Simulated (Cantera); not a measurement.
A closed system holds: 1 mol SiC, 1.1 mol H₂O, 240 mol H₂, held at 0.00133 bar.

Equilibrium computed with Cantera from the NASA thermochemical tables; the gas is ideal and each condensed phase is pure. Candidate condensed phases: C, C₆H₆, C₇H₈, C₈H₁₈, H₂O, Si, SiC, SiO₂; 123 gas species. Gases not in the tables: Si₂H₆ and higher silanes. Kinetics and transport are ignored.

log p: log10 of the partial pressure in bar; n: condensed amount in mol.

```csv
T (°C),log p H₂,log p H,log p CO,log p Si,log p SiO,log p SiH,log p Si₂C,n SiC(s)
1600,-2.89,-4.63,-5.38,-5.64,-5.75,-7.11,?,0.217
1650,-2.89,-4.47,-5.31,-5.44,-5.97,-6.97,?,0.0741
1700,-2.89,-4.32,-5.28,-5.35,-6.17,-6.94,?,0
1750,-2.90,-4.17,-5.28,-5.34,-6.23,-6.98,?,0
1800,-2.91,-4.04,-5.28,-5.34,-6.26,-7.03,?,0
1850,-2.92,-3.91,-5.28,-5.34,-6.27,-7.08,?,0
1900,-2.94,-3.78,-5.29,-5.34,-6.29,-7.14,?,0
1950,-2.95,-3.67,-5.30,-5.35,-6.30,-7.20,?,0
```

Problem. Fill in the missing entries.

Solution. 
- 1600, log p Si₂C: -7.45
- 1650, log p Si₂C: -7.15
- 1700, log p Si₂C: -7.22
- 1750, log p Si₂C: -7.66
- 1800, log p Si₂C: -8.12
- 1850, log p Si₂C: -8.60
- 1900, log p Si₂C: -9.07
- 1950, log p Si₂C: -9.52
